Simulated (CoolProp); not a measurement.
A simple Rankine cycle with cyclopropane: condensing at 304.15 K, boiler at 3.13 MPa, turbine inlet 472 K, turbine efficiency 0.85, pump efficiency 0.6, no recuperator. Each further row changes one setting.

The numbers come from the reference Helmholtz-energy equation of state, Polt 1992 in CoolProp. This equation is an older, rougher fit; its heat capacities, sound speeds and derivatives of the liquid may be far off and weren't checked against measurements.

| case | thermal efficiency (%) | net work (kJ/kg) | heat in (kJ/kg) | turbine exit temperature (K) | volume ratio over the turbine |
|---|---|---|---|---|---|
| as stated | 12.1 | 82.5 | 680 | 417.7 | 3.54 |
| condensing temperature 296.15 K | 13.8 | 96.0 | 698 | 409.4 | 4.32 |
| boiler pressure 2.19 MPa | 9.2 | 63.5 | 693 | 433.7 | 2.48 |
| turbine efficiency 0.75 | 10.6 | 72.1 | 680 | 422.9 | 3.59 |
